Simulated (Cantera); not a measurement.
# Thermodynamics of fluorocarbon and chlorocarbon gases, feed CHF3 + H2

A closed system holds: 1 mol CHF3, 0.4 mol H2, equilibrated at 97000 Pa.

Method: chemical equilibrium by Gibbs-energy minimisation in Cantera with the NASA 1993 tables (ideal gas, pure condensed phases). Candidate condensed phases: C, C6H6, C7H8, C8H18; 95 gas species. The tables' values for C2F4 are old estimates; treat these amounts as uncertain. Gases not in the tables: C2F6 and larger saturated fluorocarbons. The numbers say what is thermodynamically allowed, not how fast it happens.

```csv
T (K),x HF,x F,x CF2,x CF4,x CF,n C(graphite)
1175,0.857,1.11e-9,3.25e-8,0.143,<1e-12,0.700
1375,0.857,1.24e-7,2.13e-6,0.143,5.95e-12,0.700
1575,0.857,4.16e-6,4.76e-5,0.143,1.30e-9,0.700
1775,0.857,6.34e-5,0.000520,0.142,8.35e-8,0.699
1975,0.855,0.000556,0.00344,0.140,2.28e-6,0.696
2175,0.848,0.00323,0.0155,0.131,3.30e-5,0.684
2375,0.826,0.0134,0.0497,0.106,0.000291,0.650
2575,0.782,0.0405,0.109,0.0601,0.00165,0.591
2775,0.731,0.0880,0.150,0.0186,0.00612,0.554
2975,0.692,0.145,0.139,0.00337,0.0159,0.577
3175,0.659,0.199,0.103,0.000473,0.0324,0.608
```
x: gas mole fraction; n: condensed amount in mol.

From 1175 K to 3175 K the condensed part is C(graphite). The main C-bearing gas is CF4 at 1175 K and CF2 at 3175 K.
